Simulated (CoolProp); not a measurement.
Vapour-liquid equilibrium of R114 (1) + n-pentane (2) at 387 K; x and y are mole fractions of (1).

Model: multi-fluid Helmholtz-energy mixture model, Platzer 1990 and Thol 2019; pair parameters Bell 2016, in CoolProp. This equation is an older, rougher fit; its heat capacities, sound speeds and derivatives of the liquid may be far off and weren't checked against measurements.

Problem. Give the bubble pressure and the first vapour's composition at x = 0.15, 0.55, 0.85. Is there an azeotrope?

Solution. x = 0.15: 1.026 MPa, y = 0.291; x = 0.55: 1.489 MPa, y = 0.678; x = 0.85: 1.750 MPa, y = 0.886. No azeotrope shows between x = 0.05 and 0.95.

The pair parameters rest on a limited set of measurements; away from them the model extrapolates.
